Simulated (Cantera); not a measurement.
Standard-state values (1 bar) from the NASA 1993 polynomials, evaluated with Cantera. Values are per mole of reaction as written; species without (g) are pure solids or liquids, kept so even where they would boil at 1 bar. FeO: taken at fixed stoichiometry.

3 Fe₂O₃ = O₃(g) + 6 FeO

| T (K) | ΔH° (kJ) | ΔS° (J/K) | ΔG° (kJ) | log10 K |
|---|---|---|---|---|
| 925 | (withheld) | (withheld) | (withheld) | (withheld) |
| 1025 | 951.3 | 296.8 | 647.1 | -32.97 |
| 1125 | (withheld) | (withheld) | (withheld) | (withheld) |
| 1225 | (withheld) | (withheld) | (withheld) | (withheld) |
| 1325 | 947.2 | 293.1 | 558.8 | -22.03 |

Task: Complete the blanks.

Result: 
- 925, ΔH° (kJ): 957.0
- 925, ΔS° (J/K): 302.6
- 925, ΔG° (kJ): 677.1
- 925, log10 K: -38.24
- 1125, ΔH° (kJ): 948.6
- 1125, ΔS° (J/K): 294.3
- 1125, ΔG° (kJ): 617.5
- 1125, log10 K: -28.67
- 1225, ΔH° (kJ): 947.4
- 1225, ΔS° (J/K): 293.3
- 1225, ΔG° (kJ): 588.1
- 1225, log10 K: -25.08
